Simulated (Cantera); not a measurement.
**Thermodynamics of thermal oxidation and active oxidation of silicon, feed Si + N2O + H2**

Input: 1 mol Si, 4.6 mol N2O, 52 mol H2, at 1.50 mbar.

These are equilibrium values from Cantera (NASA tables, ideal gas, pure condensed phases), not measurements of a reactor. Candidate condensed phases: H2O, Si, SiO2, Si2N2O, Si3N4; 35 gas species. The tables hold silica as quartz up to 1696 K and as liquid above; real silica turns to tridymite and cristobalite and melts near 1996 K. The numbers say what is thermodynamically allowed, not how fast it happens.

| T (°C) | log p H2 | log p N2 | log p H | log p H2O | log p SiO | log p OH | log p O | log p NO | n SiO2(β-quartz) |
|---|---|---|---|---|---|---|---|---|---|
| 800 | -2.88 | -3.91 | -9.30 | -4.16 | <-14 | -13.00 | <-14 | <-14 | 1.00 |
| 950 | -2.88 | -3.91 | -7.96 | -4.16 | -11.78 | -11.29 | <-14 | -14.17 | 1.00 |
| 1100 | -2.88 | -3.91 | -6.92 | -4.16 | -9.23 | -9.95 | -14.02 | -12.58 | 1.000 |
| 1250 | -2.88 | -3.91 | -6.08 | -4.16 | -7.20 | -8.87 | -12.13 | -11.30 | 0.998 |
| 1400 | -2.89 | -3.92 | -5.39 | -4.15 | -5.56 | -7.96 | -10.56 | -10.23 | 0.897 |
| 1550 | -2.90 | -3.92 | -4.82 | -4.03 | -4.59 | -7.10 | -9.12 | -9.22 | 0 |
| 1700 | -2.91 | -3.93 | -4.33 | -4.04 | -4.59 | -6.47 | -8.02 | -8.47 | 0 |
| 1850 | -2.94 | -3.94 | -3.92 | -4.05 | -4.60 | -5.94 | -7.06 | -7.83 | 0 |
log p: log10 of the partial pressure in bar; n: condensed amount in mol.

From 800 °C to 1400 °C the condensed part is SiO2(β-quartz). From 1550 °C to 1850 °C nothing is condensed.
